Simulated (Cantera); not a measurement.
A perfectly stirred reactor is fed with CH4 : H2 = 0.019 : 1 (molar parts), at 10.00 Torr; it is held at 2600 K, and followed from long to short residence time.

Detailed kinetics in Cantera: GRI-Mech 3.0 (53 species, 325 reactions). GRI-Mech 3.0 stops at C3 and has no aromatics, soot or wall deposition, so with more carbon than oxygen in the feed, carbon stays in small species such as C2H2 where larger ones or solid carbon would form. Radical loss at walls, strong at low pressure, is not modelled.

### Question
What does this change do: 0.01 parts H2O added?

### Answer
| quantity | before | after |
|---|---|---|
| x(CH4) at τ = 0.440 s | 1.42e-5 | 2.02e-5 |
| x(H2) at τ = 0.440 s | 0.821 | 0.829 |
| x(C2H) at τ = 0.440 s | 0.000149 | 6.41e-5 |
| x(H) at τ = 0.440 s | 0.171 | 0.158 |
| x(CH2) at τ = 0.440 s | 1.74e-5 | 2.07e-5 |
| x(CH4) at τ = 55.0 ms | 0.000389 | 0.000444 |
| x(H2) at τ = 55.0 ms | 0.926 | 0.923 |
| x(C2H) at τ = 55.0 ms | 5.10e-5 | 3.04e-5 |
| x(H) at τ = 55.0 ms | 0.0645 | 0.0616 |
| x(CH2) at τ = 55.0 ms | 5.24e-5 | 5.50e-5 |

### Question
What does this change do: temperature 2600 to 2650 K?

### Answer
```json
[
 {"quantity": "x(CH4) at τ = 0.440 s", "before": "1.42e-5", "after": "7.78e-6"},
 {"quantity": "x(H2) at τ = 0.440 s", "before": "0.821", "after": "0.779"},
 {"quantity": "x(C2H) at τ = 0.440 s", "before": "0.000149", "after": "0.000209"},
 {"quantity": "x(H) at τ = 0.440 s", "before": "0.171", "after": "0.213"},
 {"quantity": "x(CH2) at τ = 0.440 s", "before": "1.74e-5", "after": "1.65e-5"},
 {"quantity": "x(CH4) at τ = 55.0 ms", "before": "0.000389", "after": "0.000280"},
 {"quantity": "x(H2) at τ = 55.0 ms", "before": "0.926", "after": "0.914"},
 {"quantity": "x(C2H) at τ = 55.0 ms", "before": "5.10e-5", "after": "6.77e-5"},
 {"quantity": "x(H) at τ = 55.0 ms", "before": "0.0645", "after": "0.0768"},
 {"quantity": "x(CH2) at τ = 55.0 ms", "before": "5.24e-5", "after": "5.52e-5"}
]
```

### Question
What does this change do: CH4 0.019 to 0.084 parts?

### Answer
```tsv
quantity	before	after
x(CH4) at τ = 0.440 s	1.42e-5	2.54e-5
x(H2) at τ = 0.440 s	0.821	0.793
x(C2H) at τ = 0.440 s	0.000149	0.000619
x(H) at τ = 0.440 s	0.171	0.174
x(CH2) at τ = 0.440 s	1.74e-5	3.37e-5
x(CH4) at τ = 55.0 ms	0.000389	0.000804
x(H2) at τ = 55.0 ms	0.926	0.901
x(C2H) at τ = 55.0 ms	5.10e-5	0.000208
x(H) at τ = 55.0 ms	0.0645	0.0633
x(CH2) at τ = 55.0 ms	5.24e-5	0.000103
```
